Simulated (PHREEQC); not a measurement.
Make-up at 69 °C: 0.03 mol/kgw FeSO4, 0.00019 mol/kgw CuCl2, 0.00019 mol/kgw NaF and 0.001 mol/kgw Na2SO4. Closed to the air; pH follows from the charge balance.

Equilibrium calculation in PHREEQC: ion-association model, wateq4f.dat.

Each row changes one thing in this solution. No solid was allowed to form.

| case | pH | ionic strength (mol/kgw) | Na+ (mol/kgw) | Cu+2 (mol/kgw) | NaSO4- (mol/kgw) | CuSO4 (mol/kgw) | SI of Tenorite (CuO) | SI of Cu(OH)2 (Cu(OH)2) |
|---|---|---|---|---|---|---|---|---|
| as made | 5.45 | 0.0644 | 0.00210 | 0.000109 | 8.58e-5 | 7.81e-5 | +0.39 | -0.63 |
| NaF left out | 5.43 | 0.0642 | 0.00192 | 0.000110 | 7.84e-5 | 7.83e-5 | +0.34 | -0.68 |
| 0.00047 mol/kgw CsOH added | 6.86 | ? | 0.00210 | 3.46e-5 | 8.66e-5 | 2.49e-5 | +2.70 | +1.68 |
| 0.0023 mol/kgw NaOH added | 7.68 | 0.0654 | 0.00431 | 4.62e-6 | 0.000183 | 3.41e-6 | +3.47 | +2.45 |
| CuCl2 from 0.00019 to 9.5e-05 mol/kgw | ? | 0.0642 | 0.00210 | 5.49e-5 | 8.60e-5 | 3.93e-5 | +0.14 | -0.88 |
| temperature from 69 to 75 °C | 5.41 | 0.0629 | 0.00210 | 0.000109 | 8.59e-5 | 7.78e-5 | +0.47 | -0.55 |

Problem. Some entries are withheld; supply them.

Solution. 
- 0.00047 mol/kgw CsOH added, ionic strength (mol/kgw): 0.0647
- CuCl2 from 0.00019 to 9.5e-05 mol/kgw, pH: 5.48

Some of these states are supersaturated (in Tenorite (slow to form), Cu(OH)2, Atacamite, for instance). Constants without temperature data keep their 25 °C values here. Fluoro complexes past AlF4- and FeF3 are missing from the database. The database's constant for dissolved Cu(OH)2 is higher than later reviews accept.
